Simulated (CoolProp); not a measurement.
Vapour-liquid equilibrium of dimethyl ether (1) + n-hexane (2) at 0.00818 MPa; x and y are mole fractions of (1).

Model: multi-fluid Helmholtz-energy mixture model, Wu 2011 and Thol 2019; pair parameters Bell 2016, in CoolProp.

### Question
Give the bubble temperature and the first vapour's composition at x = 0.5, 0.8, 0.95. Is there an azeotrope?

### Answer
x = 0.5: -64.6 °C, y = 0.996; x = 0.8: -68.0 °C, y = 0.998; x = 0.95: -69.7 °C, y = 0.999. No azeotrope shows between x = 0.05 and 0.95.

Pair parameters are fitted to limited data, so mixtures are less certain than the pure fluids.
